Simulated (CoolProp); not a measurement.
Properties of cyclopentane along the isotherm -15.85 °C.

The numbers come from the reference Helmholtz-energy equation of state, Gedanitz 2015 in CoolProp.

```
p (MPa)   phase  density (kg/m³)  cv (kJ/(kg K))  speed of sound (m/s)
-------  ------  ---------------  --------------  --------------------
0.716    liquid            780.0           1.122                  1427
1.43     liquid            780.5           1.122                  1431
2.15     liquid            781.0           1.123                  1435
2.86     liquid            781.5           1.123                  1439
3.58     liquid            782.0           1.123                  1443
4.3      liquid            782.5           1.124                  1446
5.01     liquid            783.0           1.124                  1450
5.73     liquid            783.5           1.125                  1454
6.44     liquid            784.0           1.125                  1458
7.16     liquid            784.5           1.125                  1461
7.88     liquid            785.0           1.126                  1465
8.59     liquid            785.4           1.126                  1469
9.31     liquid            785.9           1.127                  1472
10       liquid            786.4           1.127                  1476
10.7     liquid            786.8           1.128                  1479
11.5     liquid            787.3           1.128                  1483
```
